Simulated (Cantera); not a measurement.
A closed system holds: 1 mol Al(CH3)3, 3.2 mol N2O, 210 mol H2, held at 0.340 bar.

These are equilibrium values from Cantera (NASA tables, ideal gas, pure condensed phases), not measurements of a reactor. Candidate condensed phases: Al, AlN, Al2O3, C, C6H6, C7H8, C8H18, H2O; 148 gas species. The feed counts by its element totals alone. Mutual solubility and eutectic melting of coexisting phases are not modelled. The numbers say what is thermodynamically allowed, not how fast it happens. All values below are at 1598 K.

Base state: H2 0.974, CO 0.0131, N2 0.0127, CH4 0.000332, HCN 0.000141, H 9.01e-5, C2H2 (acetylene) 1.03e-5 (mole fractions); condensed: AlN(s) + Al2O3(s).

Task: What changes in the equilibrium state with this change: N2O from 3.2 to 37 mol?

Result: 
| species | before | after |
|---|---|---|
| H2 | 0.974 | 0.716 |
| N2 | 0.0127 | 0.145 |
| H2O | 6.15e-6 | 0.127 |
| CO | 0.0131 | 0.0111 |
| CH4 | 0.000332 | 5.41e-9 |
| CO2 | 2.77e-8 | 0.000659 |
| HCN | 0.000141 | 1.23e-8 |
| AlN(s), mol | 0.794 | 0 |
| Al2O3(s), mol | 0.103 | 0.500 |
Gases not in the tables: Al(OH)3.
